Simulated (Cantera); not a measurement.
# Adiabatic ignition

An adiabatic, constant-pressure homogeneous reactor starts with H2 : O2 : N2 = 1 : 1.47 : 5.53 (molar parts), equivalence ratio 0.34, at 1425 K and 21.0 bar.

Cantera simulation using GRI-Mech 3.0 (53 species, 325 reactions); the numbers are that mechanism's predictions, not measurements. The hydrogen kinetics of GRI-Mech 3.0 are dated; newer H2 mechanisms differ, most at raised pressure. The pressure lies above the range GRI-Mech 3.0 was tuned for (to about 10 atm).

```json
[
 {"t (s)": "8.00e-6", "T (K)": "2287", "x H2": "0.000162", "x O2": "0.128", "x HO2": "1.34e-5", "x H": "2.62e-5", "x NO": "2.50e-5"},
 {"t (s)": "2.69e-5", "T (K)": "2287", "x H2": "0.000156", "x O2": "0.128", "x HO2": "1.33e-5", "x H": "2.48e-5", "x NO": "3.42e-5"},
 {"t (s)": "9.05e-5", "T (K)": "2287", "x H2": "0.000155", "x O2": "0.128", "x HO2": "1.33e-5", "x H": "2.48e-5", "x NO": "6.51e-5"},
 {"t (s)": "0.000305", "T (K)": "2287", "x H2": "0.000155", "x O2": "0.128", "x HO2": "1.32e-5", "x H": "2.48e-5", "x NO": "0.000168"},
 {"t (s)": "0.00102", "T (K)": "2286", "x H2": "0.000155", "x O2": "0.128", "x HO2": "1.32e-5", "x H": "2.47e-5", "x NO": "0.000511"},
 {"t (s)": "0.00345", "T (K)": "2284", "x H2": "0.000153", "x O2": "0.127", "x HO2": "1.31e-5", "x H": "2.42e-5", "x NO": "0.00160"},
 {"t (s)": "0.0116", "T (K)": "2278", "x H2": "0.000148", "x O2": "0.126", "x HO2": "1.27e-5", "x H": "2.30e-5", "x NO": "0.00459"},
 {"t (s)": "0.0390", "T (K)": "2267", "x H2": "0.000141", "x O2": "0.124", "x HO2": "1.21e-5", "x H": "2.13e-5", "x NO": "0.00923"},
 {"t (s)": "0.131", "T (K)": "2264", "x H2": "0.000139", "x O2": "0.123", "x HO2": "1.19e-5", "x H": "2.07e-5", "x NO": "0.0107"},
 {"t (s)": "0.442", "T (K)": "2264", "x H2": "0.000139", "x O2": "0.123", "x HO2": "1.19e-5", "x H": "2.07e-5", "x NO": "0.0108"},
 {"t (s)": "1.49", "T (K)": "2264", "x H2": "0.000139", "x O2": "0.123", "x HO2": "1.19e-5", "x H": "2.07e-5", "x NO": "0.0108"},
 {"t (s)": "5.00", "T (K)": "2264", "x H2": "0.000139", "x O2": "0.123", "x HO2": "1.19e-5", "x H": "2.07e-5", "x NO": "0.0108"}
]
```
x: mole fraction; the columns are a selection and need not sum to one.

The time of steepest temperature rise is 1.84 µs. The temperature at 5.00 s comes out as 2264 K, the equilibrium temperature comes out as 2264 K and the x(H2) at 5.00 s is 0.000139 (gas-phase equilibrium 0.000139). The x(O2) at 5.00 s is 0.123 (gas-phase equilibrium 0.123) and the x(HO2) at 5.00 s is 1.19e-5 (gas-phase equilibrium 1.19e-5).
